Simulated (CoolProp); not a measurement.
Values from CoolProp's reference Helmholtz-energy equation of state, Thol 2018.

For hydrogen chloride, give the phase and the cp (kJ/(kg K)), speed of sound (m/s) at 346.8 K and 4.67 bar; 429.8 K and 4.67 bar.


- 346.8 K and 4.67 bar: gas; cp 0.826, speed of sound 330
- 429.8 K and 4.67 bar: gas; cp 0.812, speed of sound 369
